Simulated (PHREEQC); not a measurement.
0.012 g of hydrous ferric oxide (600 m²/g; 0.2 weak and 0.005 strong sites per Fe, Dzombak-Morel constants, diffuse double layer) in 1 kg of water with 0.01 mol/kgw of an inert sodium salt and 1.6e-05 mol Na2SO4, at 25 °C; the pH is set by adding NaOH or the inert anion's acid. Oxygen alone is held at its pressure in air (log pO2 = -0.68). The system is closed to CO2. Precipitation was switched off in this run.

The series has 13 steps of pH, from 3 to 9.

Computed with PHREEQC (ion-association model, wateq4f.dat).

Near which pH is half of the S sorbed, and on which side is more sorbed?

Near pH 4.5, with more sorbed at lower pH.

Complexes and solids missing from the database can't appear. The oxide is taken as insoluble; below pH 4 it would dissolve.
